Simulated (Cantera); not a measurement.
An isothermal, constant-pressure homogeneous reactor starts with CH4 : N2 = 1 : 3.7 (molar parts), at 1973 K and 10.0 Pa. Integrator tolerance rtol = 1e-08.

Detailed kinetics in Cantera: GRI-Mech 3.0 (53 species, 325 reactions). GRI-Mech 3.0 stops at C3 and has no aromatics, soot or wall deposition, so with more carbon than oxygen in the feed, carbon stays in small species such as C2H2 where larger ones or solid carbon would form. Radical loss at walls, strong at low pressure, is not modelled.

Question: What does this change do: N2 3.7 to 5.6 parts?

Answer: 
```csv
quantity,before,after
x(CH4) at 100 s,8.44e-6 (gas-phase equilibrium 3.57e-8),1.16e-5 (gas-phase equilibrium 1.78e-8)
x(HCN) at 100 s,0.000168 (gas-phase equilibrium 0.0974),0.000174 (gas-phase equilibrium 0.0828)
x(C2H6) at 100 s,1.59e-12 (gas-phase equilibrium <1e-12),3.02e-12 (gas-phase equilibrium <1e-12)
x(C2H2) at 100 s,0.0871 (gas-phase equilibrium 0.0357),0.0654 (gas-phase equilibrium 0.0222)
x(CH2) at 100 s,3.06e-7 (gas-phase equilibrium 7.44e-8),3.36e-7 (gas-phase equilibrium 5.04e-8)
x(C2H4) at 100 s,2.50e-7 (gas-phase equilibrium 6.21e-9),1.78e-7 (gas-phase equilibrium 2.85e-9)
x(H) at 100 s,0.00978 (gas-phase equilibrium 0.0642),0.00659 (gas-phase equilibrium 0.0551)
```

Question: What does this change do: N2 3.7 to 2.5 parts?

Answer: 
```json
[
 {"quantity": "x(CH4) at 100 s", "before": "8.44e-6 (gas-phase equilibrium 3.57e-8)", "after": "6.19e-6 (gas-phase equilibrium 6.27e-8)"},
 {"quantity": "x(HCN) at 100 s", "before": "0.000168 (gas-phase equilibrium 0.0974)", "after": "0.000156 (gas-phase equilibrium 0.108)"},
 {"quantity": "x(C2H6) at 100 s", "before": "1.59e-12 (gas-phase equilibrium <1e-12)", "after": "<1e-12 (gas-phase equilibrium <1e-12)"},
 {"quantity": "x(C2H2) at 100 s", "before": "0.0871 (gas-phase equilibrium 0.0357)", "after": "0.110 (gas-phase equilibrium 0.0526)"},
 {"quantity": "x(CH2) at 100 s", "before": "3.06e-7 (gas-phase equilibrium 7.44e-8)", "after": "2.76e-7 (gas-phase equilibrium 1.02e-7)"},
 {"quantity": "x(C2H4) at 100 s", "before": "2.50e-7 (gas-phase equilibrium 6.21e-9)", "after": "3.18e-7 (gas-phase equilibrium 1.17e-8)"},
 {"quantity": "x(H) at 100 s", "before": "0.00978 (gas-phase equilibrium 0.0642)", "after": "0.0137 (gas-phase equilibrium 0.0726)"}
]
```
